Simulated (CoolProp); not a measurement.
Vapour-liquid equilibrium of CH2F2 (R32) (1) + R1234yf (2) at 4.96 bar; x and y are mole fractions of (1).

Values from CoolProp's multi-fluid Helmholtz-energy mixture model, Tillner-Roth 1997 and Lemmon 2022; pair parameters Bell 2023.

```json
[
 {"x": "0.05", "bubble temperature (K)": "283.6", "y at the bubble point": "0.135", "dew temperature at overall composition x (K)": "285.9", "liquid density (mol/L)": "10.25"},
 {"x": "0.125", "bubble temperature (K)": "278.9", "y at the bubble point": "0.300", "dew temperature at overall composition x (K)": "283.9", "liquid density (mol/L)": "10.76"},
 {"x": "0.2", "bubble temperature (K)": "275.0", "y at the bubble point": "0.426", "dew temperature at overall composition x (K)": "281.8", "liquid density (mol/L)": "11.30"},
 {"x": "0.275", "bubble temperature (K)": "271.8", "y at the bubble point": "0.523", "dew temperature at overall composition x (K)": "279.7", "liquid density (mol/L)": "11.87"},
 {"x": "0.35", "bubble temperature (K)": "269.1", "y at the bubble point": "0.600", "dew temperature at overall composition x (K)": "277.4", "liquid density (mol/L)": "12.47"},
 {"x": "0.425", "bubble temperature (K)": "267.0", "y at the bubble point": "0.661", "dew temperature at overall composition x (K)": "275.0", "liquid density (mol/L)": "13.12"},
 {"x": "0.5", "bubble temperature (K)": "265.2", "y at the bubble point": "0.712", "dew temperature at overall composition x (K)": "272.6", "liquid density (mol/L)": "13.83"},
 {"x": "0.575", "bubble temperature (K)": "263.7", "y at the bubble point": "0.756", "dew temperature at overall composition x (K)": "270.0", "liquid density (mol/L)": "14.61"},
 {"x": "0.65", "bubble temperature (K)": "262.5", "y at the bubble point": "0.797", "dew temperature at overall composition x (K)": "267.3", "liquid density (mol/L)": "15.47"},
 {"x": "0.725", "bubble temperature (K)": "261.4", "y at the bubble point": "0.835", "dew temperature at overall composition x (K)": "264.7", "liquid density (mol/L)": "16.43"},
 {"x": "0.8", "bubble temperature (K)": "260.5", "y at the bubble point": "0.874", "dew temperature at overall composition x (K)": "262.3", "liquid density (mol/L)": "17.52"},
 {"x": "0.875", "bubble temperature (K)": "259.6", "y at the bubble point": "0.916", "dew temperature at overall composition x (K)": "260.4", "liquid density (mol/L)": "18.75"},
 {"x": "0.95", "bubble temperature (K)": "259.0", "y at the bubble point": "0.963", "dew temperature at overall composition x (K)": "259.1", "liquid density (mol/L)": "20.16"}
]
```

No azeotrope shows between x = 0.05 and 0.95.

Pair parameters are fitted to limited data, so mixtures are less certain than the pure fluids.
